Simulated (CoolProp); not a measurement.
Saturation properties of n-dodecane.

Values from CoolProp's reference Helmholtz-energy equation of state, Lemmon 2004. It is a short technical equation, of lower accuracy than the large ones.

| T (K) | p (MPa) | vapour density (kg/m³) | enthalpy of vaporisation (kJ/kg) | liquid cp (kJ/(kg K)) | liquid viscosity (µPa s) | liquid conductivity (mW/(m K)) |
|---|---|---|---|---|---|---|
| 381.3 | 0.002950 | 0.1594 | 316.3 | 2.519 | 469 | 117 |
| 390.7 | 0.004438 | … | 311.3 | 2.557 | 429 | 115 |
| 400.1 | 0.006515 | 0.3368 | 306.4 | 2.595 | 394 | 113 |
| 409.6 | 0.009386 | 0.4755 | 301.4 | 2.633 | 363 | … |
| 419 | 0.01319 | 0.6558 | 296.4 | 2.671 | 336 | 109 |
| 428.4 | … | 0.8887 | 291.3 | 2.710 | 311 | 107 |
| 437.9 | 0.02475 | 1.189 | 286.2 | 2.749 | 288 | 105 |
| 447.3 | 0.03300 | 1.561 | 281.0 | 2.788 | 268 | 103 |
| 456.7 | 0.04335 | 2.024 | 275.7 | 2.827 | 249 | 101 |
| 466.2 | 0.05631 | 2.598 | 270.2 | 2.866 | 232 | 99.6 |
| 475.6 | 0.07203 | 3.289 | 264.6 | 2.906 | 216 | 97.8 |
| 485 | 0.09105 | … | 258.9 | 2.945 | 201 | 95.9 |
| 494.5 | 0.1141 | 5.131 | 253.0 | … | 187 | 94.1 |
| 503.9 | 0.1412 | 6.320 | 246.8 | 3.026 | 175 | 92.3 |

Q: What belongs in the gaps?

A: 
- 390.7, vapour density (kg/m³): 0.2344
- 409.6, liquid conductivity (mW/(m K)): 111
- 428.4, p (MPa): 0.01820
- 485, vapour density (kg/m³): 4.122
- 494.5, liquid cp (kJ/(kg K)): 2.986

It boils at 489.4 K under 1 atm.

Viscosity comes from a separate model (Huber 2004). Thermal conductivity comes from a separate model (Huber 2004).
